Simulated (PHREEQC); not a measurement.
Dissolve 0.0098 mol H2SO4, 4.4e-05 mol CuSO4 and 0.0012 mol MgCl2 per kg of water at 50 °C. Closed to the air; pH follows from the charge balance.

Model: ion-association model, phreeqc.dat, run in PHREEQC.

Precipitation was switched off in this run.

Question: Estimate the pH.

Answer: pH 1.91.

Question: In which forms is Mg present?

Answer: Mg+2 65 %, MgSO4 35 % of the Mg.

Complexes and solids missing from the database can't appear. Away from 25 °C the constants follow the database's enthalpies or fits; those with neither stay at their 25 °C values.
